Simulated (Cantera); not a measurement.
An isothermal, constant-pressure homogeneous reactor starts with C3H8 : H2 = 1 : 3.1 (molar parts), at 1175 K and 2.10 Torr. Integrator tolerance rtol = 1e-08.

Detailed kinetics in Cantera: GRI-Mech 3.0 (53 species, 325 reactions). GRI-Mech 3.0 was tuned for natural gas; its chemistry of propane as a main component is partial and can be far from experiment. GRI-Mech 3.0 stops at C3 and has no aromatics, soot or wall deposition, so with more carbon than oxygen in the feed, carbon stays in small species such as C2H2 where larger ones or solid carbon would form. Radical loss at walls, strong at low pressure, is not modelled.

Question: What does this change do: H2 3.1 to 0.71 parts?

Answer: 
| quantity | before | after |
|---|---|---|
| x(C3H8) at 200 s | 1.05e-8 (gas-phase equilibrium 4.94e-10) | 1.94e-8 (gas-phase equilibrium 6.58e-10) |
| x(H2) at 200 s | 0.652 (gas-phase equilibrium 0.746) | 0.418 (gas-phase equilibrium 0.631) |
| x(CH4) at 200 s | 0.171 (gas-phase equilibrium 0.0587) | 0.267 (gas-phase equilibrium 0.0578) |
| x(C2H6) at 200 s | 2.51e-5 (gas-phase equilibrium 3.04e-6) | 3.25e-5 (gas-phase equilibrium 3.48e-6) |
| x(C2H4) at 200 s | 0.0729 (gas-phase equilibrium 0.00707) | 0.142 (gas-phase equilibrium 0.00956) |
| x(C2H) at 200 s | 3.14e-11 (gas-phase equilibrium 7.21e-11) | 4.35e-11 (gas-phase equilibrium 1.25e-10) |
| x(C2H2) at 200 s | 0.104 (gas-phase equilibrium 0.189) | 0.173 (gas-phase equilibrium 0.301) |
